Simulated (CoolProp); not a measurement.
Properties of hexamethyldisiloxane (MM) along the isotherm 488.6 K (Tc = 518.7 K, pc = 1931 kPa, ω = 0.418).

The numbers come from the reference Helmholtz-energy equation of state, Thol 2016 in CoolProp.

| p (kPa) | phase | density (kg/m³) | cv (kJ/(kg K)) | isothermal compressibility (1/MPa) | fugacity coefficient |
|---|---|---|---|---|---|
| 223 | gas | 9.411 | 1.946 | ? | 0.9495 |
| 446 | gas | 20.05 | 1.957 | 2.549 | 0.8995 |
| 668 | gas | 32.36 | 1.970 | 1.870 | 0.8500 |
| 891 | gas | 47.44 | 1.988 | 1.607 | 0.8003 |
| 1110 | gas | 67.16 | 2.014 | 1.622 | 0.7507 |
| 1340 | liquid | 490.9 | ? | 0.05621 | ? |
| 1560 | liquid | 496.5 | 2.027 | 0.04826 | 0.5767 |
| 1780 | liquid | 501.5 | 2.025 | 0.04248 | 0.5144 |
| 2010 | liquid | 506.1 | 2.022 | 0.03789 | 0.4640 |
| 2230 | liquid | 510.2 | 2.020 | 0.03442 | 0.4255 |
| 2450 | liquid | 513.9 | ? | 0.03159 | 0.3940 |
| 2670 | liquid | 517.3 | 2.016 | 0.02924 | 0.3677 |
| 2900 | liquid | 520.7 | 2.015 | 0.02716 | 0.3446 |

Fill in the missing entries.


- 223, isothermal compressibility (1/MPa): 4.746
- 1340, cv (kJ/(kg K)): 2.031
- 1340, fugacity coefficient: 0.6596
- 2450, cv (kJ/(kg K)): 2.018
